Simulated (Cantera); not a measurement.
Feed: 1 mol CO, 3.2 mol CO₂, 0.55 mol H₂, 0.52 mol NH₃, at 2350 °C and 1.00 bar.

Method: chemical equilibrium by Gibbs-energy minimisation in Cantera with the NASA 1993 tables (ideal gas, pure condensed phases). Candidate condensed phases: C, C₆H₆, C₇H₈, C₈H₁₈, H₂O; 136 gas species. Rates play no part.

Base state: CO 0.376, CO₂ 0.338, H₂O 0.186, N₂ 0.0438, H₂ 0.0316, OH 0.0104, H 0.00750, O₂ 0.00380 (mole fractions); condensed: gas only.

Problem. What changes in the equilibrium state with this change: CO replaced by CH₄?

Solution. 
```tsv
species	before	after
CO	0.376	0.463
H₂	0.0316	0.207
H₂O	0.186	0.204
CO₂	0.338	0.0699
H	0.00750	0.0192
OH	0.0104	0.00448
N₂	0.0438	0.0329
O₂	0.00380	0.000108
NO	0.000896	0.000131
O	0.00159	0.000268
```

Problem. What changes in the equilibrium state with this change: temperature from 2350 °C to 1102 °C?

Solution. 
```
species   before    after
-------  -------  -------
CO₂        0.338    0.390
CO         0.376    0.335
H₂O        0.186    0.162
H₂        0.0316   0.0674
OH        0.0104  3.86e-8
N₂        0.0438   0.0449
O₂       0.00380    <1e-9
O        0.00159    <1e-9
```
